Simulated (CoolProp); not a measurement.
Model: reference Helmholtz-energy equation of state, Tillner-Roth 1997, in CoolProp.

Problem. Give the vapour pressure (MPa), liquid density (kg/m³), vapour Z, surface tension (mN/m) of saturated CH2F2 (R32) at 5.35 °C.

Solution. 
| T (°C) | p (MPa) | liquid density (kg/m³) | vapour Z | surface tension (mN/m) |
|---|---|---|---|---|
| 5.35 | 0.962 | 1040 | 0.825 | 10.0 |

Surface tension comes from a separate correlation (Mulero 2012).
